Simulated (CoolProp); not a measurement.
A simple Rankine cycle with R245ca: condensing at 305.15 K, boiler at 1.6 MPa, turbine inlet 400.5 K, turbine efficiency 0.7, pump efficiency 0.7, no recuperator. Each further row changes one setting.

Values from CoolProp's reference Helmholtz-energy equation of state, Zhou 2016.

```json
[
 {"case": "as stated", "thermal efficiency (%)": "12.2", "net work (kJ/kg)": "33.3", "heat in (kJ/kg)": "273", "turbine exit temperature (K)": "345.4", "volume ratio over the turbine": "14.0"},
 {"case": "turbine inlet 420.5 K", "thermal efficiency (%)": "12.2", "net work (kJ/kg)": "36.5", "heat in (kJ/kg)": "299", "turbine exit temperature (K)": "368.4", "volume ratio over the turbine": "13.3"},
 {"case": "condensing temperature 297.15 K", "thermal efficiency (%)": "13.2", "net work (kJ/kg)": "37.5", "heat in (kJ/kg)": "284", "turbine exit temperature (K)": "340.7", "volume ratio over the turbine": "18.9"},
 {"case": "boiler pressure 1.12 MPa", "thermal efficiency (%)": "10.9", "net work (kJ/kg)": "30.8", "heat in (kJ/kg)": "283", "turbine exit temperature (K)": "357.7", "volume ratio over the turbine": "8.99"},
 {"case": "turbine efficiency 0.6", "thermal efficiency (%)": "10.4", "net work (kJ/kg)": "28.3", "heat in (kJ/kg)": "273", "turbine exit temperature (K)": "350.4", "volume ratio over the turbine": "14.3"}
]
```
